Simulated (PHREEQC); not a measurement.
A solution holds 46 mmol/kgw Pb(NO3)2, 0.085 mmol/kgw H3AsO4, 0.067 mmol/kgw HCl and 180 mmol/kgw Na2SO4, at 25 °C. Closed to the air; pH follows from the charge balance.

Equilibrium calculation in PHREEQC: ion-association model, wateq4f.dat.

```
quantity                           before     after
-------------------------------  --------  --------
pH                                   4.45      4.62
ionic strength (mol/kgw)            0.462     0.461
HSO4- (mol/kgw)                  0.000108  0.000125
PbOH+ (mol/kgw)                   1.72e-6   2.71e-6
Pb2OH+3 (mol/kgw)                 1.09e-6   2.03e-6
HAsO4-2 (mol/kgw)                 4.17e-7   7.14e-7
SI of Mirabilite (Na2SO4:10H2O)     -1.88     -3.01
SI of Pb(OH)2 (Pb(OH)2)             -1.90     -0.74
```

What was changed between the two runs?
(A) HCl from 6.7e-05 to 7.37e-05 mol/kgw
(B) HCl left out
(C) HCl replaced by ZnCl2 at the same molality
(D) temperature from 25 to 50 °C

D, temperature from 25 to 50 °C

This is a speciation only: nothing precipitates in the calculation. Some of these states are supersaturated (in Anglesite, Larnakite, for instance). Constants without temperature data keep their 25 °C values here. The database has no arsenate complexes of Pb.
